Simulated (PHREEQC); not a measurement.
A PHREEQC speciation (ion-association model, phreeqc.dat) at 85 °C gives pH 3.67 and these molalities:

| species | mol/kgw |
|---|---|
| Cl- | 0.253 |
| CuCl+ | 0.124 |
| Cu+2 | 0.0642 |
| CuCl2 | 0.0114 |
| H+ | 0.000281 |
| Cu2(OH)2+2 | 0.000140 |
| CuCl3- | 2.66e-5 |

What are the element totals, and what could have been dissolved in 1 kg of water to give them?

One answer among several that fit: totals Cl 0.400, Cu(2) 0.200 mol/kgw, from 0.2 mol CuCl2 per kg of water.

This is a speciation only: nothing precipitates in the calculation. Constants without temperature data keep their 25 °C values here.
